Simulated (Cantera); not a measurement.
A Cantera script and what it prints.

```python
import numpy as np
import cantera as ct

gas_names = """
    Cs CsO CsOH Cs2 Cs2O Cs2O2H2 H HO2 H2 H2O H2O2 O OH O2 O3
""".split()
cond_names = """
    Cs(cr) Cs(L) CsOH(a) CsOH(b) CsOH(c) CsOH(L) H2O(s) H2O(L)
""".split()


# ... load() reads the species with a 1 bar reference pressure and builds the phases ...
atoms = {
    'CsOH': {'Cs': 1, 'O': 1, 'H': 1},
    'H2O': {'H': 2, 'O': 1},
    'H2': {'H': 2},
}
top_T = {}  # K; cautious upper limits of use, not melting points


# ... equilibrate(T, P, feed) seeds the gas with the atoms and calls Mixture.equilibrate('TP', solver="vcs", rtol=1e-11, max_steps=5000) ...
results = []
feed = {'CsOH': 1, 'H2O': 0.7, 'H2': 0.049}  # mol
T = 1723.15  # K
P = 35000  # Pa
mix = equilibrate(T, P, feed)
results.append((T, P, feed, dict(zip(mix.species_names, mix.species_moles))))
print(gas.report(threshold=1e-06))
for i in range(1, mix.n_phases):
    print(f"{mix.phase(i).name:16s} {mix.phase_moles(i):12.5e} mol")
```

Result:

```
       temperature   1723.2 K
          pressure   35000 Pa
           density   0.22426 kg/m^3
  mean mol. weight   91.798 kg/kmol
   phase of matter   gas

                          1 kg             1 kmol
                     ---------------   ---------------
          enthalpy       -1.8654e+06       -1.7124e+08  J
   internal energy       -2.0215e+06       -1.8557e+08  J
           entropy            3490.3         3.204e+05  J/K
    Gibbs function       -7.8798e+06       -7.2334e+08  J
 heat capacity c_p            578.11             53069  J/K
 heat capacity c_v            487.53             44754  J/K

                      mass frac. Y      mole frac. X     chem. pot. / RT
                     ---------------   ---------------   ---------------
                Cs          0.036938          0.025513           -22.814
               CsO        5.5061e-06        3.3945e-06           -44.174
              CsOH           0.87986           0.53878           -56.309
               Cs2        3.2655e-06        1.1278e-06           -45.627
           Cs2O2H2        0.00031025         9.499e-05           -112.62
                 H        4.1397e-07          3.77e-05           -12.136
                H2         0.0003276          0.014917           -24.271
               H2O           0.08254           0.42059           -45.631
                OH        1.0799e-05        5.8289e-05           -33.496
                O2         5.149e-07        1.4772e-06            -42.72
     [   +5 minor]        1.0748e-06        4.6079e-07

Cs(L)             0.00000e+00 mol
CsOH(L)           0.00000e+00 mol
```

Equilibrium computed with Cantera from the NASA thermochemical tables; the gas is ideal and each condensed phase is pure.
